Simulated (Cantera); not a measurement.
## Gas-phase reforming

An isothermal, constant-pressure homogeneous reactor starts with 68.5 % CH₄, 31.5 % CO₂, at 1800 K and 12.8 atm.

Model: GRI-Mech 3.0 (53 species, 325 reactions), integrated in Cantera. GRI-Mech 3.0 stops at C3 and has no aromatics, soot or wall deposition, so with more carbon than oxygen in the feed, carbon stays in small species such as C2H2 where larger ones or solid carbon would form. The pressure lies above the range GRI-Mech 3.0 was tuned for (to about 10 atm).

| t (s) | x CH₄ | x CO₂ | x H | x C₂H₆ | x CH₂CO |
|---|---|---|---|---|---|
| 2.00e-6 | 0.683 | 0.315 | 1.58e-6 | 0.000276 | 3.44e-11 |
| 1.18e-5 | 0.671 | 0.314 | 3.30e-6 | 0.00341 | 4.37e-9 |
| 7.00e-5 | 0.580 | 0.300 | 1.57e-5 | 0.00626 | 5.54e-7 |
| 0.000414 | 0.334 | 0.225 | 3.97e-5 | 0.00136 | 1.33e-5 |
| 0.00245 | 0.116 | 0.0701 | 5.69e-5 | 0.000222 | 5.74e-5 |
| 0.0145 | 0.0745 | 0.0183 | 6.43e-5 | 0.000119 | 4.55e-5 |
| 0.0857 | 0.0724 | 0.00615 | 7.00e-5 | 9.60e-5 | 1.33e-5 |
| 0.507 | 0.0682 | 0.000117 | 7.25e-5 | 7.98e-5 | 6.20e-6 |
| 3.00 | 0.0681 | 4.40e-6 | 7.26e-5 | 7.95e-5 | 6.10e-6 |
x: mole fraction; the columns are a selection and need not sum to one.

Equilibrium at this temperature and pressure: CH₄ 0.0681, CO₂ 4.47e-6, H 7.26e-5, C₂H₆ 7.95e-5, CH₂CO 6.12e-6 (gas phase only).
